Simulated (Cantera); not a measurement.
Charge: 1 mol V2O5, 8.9 mol H2, held at 1330 Pa.

Equilibrium computed with Cantera from the NASA thermochemical tables; the gas is ideal and each condensed phase is pure. Candidate condensed phases: H2O, V, VO, V2O3, V2O4, V2O5; 12 gas species. Condensed phases not in the tables: the oxides between V2O3 and V2O5 other than VO2. Equilibrium is a limit: real reactors are often held back by kinetics, nucleation or transport.

Task: At 1477 °C, list the 5 most abundant gas species with their mole fractions, and the condensed phases.

Result: H2 0.774, H2O 0.224, H 0.00177, VO2 5.77e-5, OH 3.01e-5. Condensed: V2O3(s).
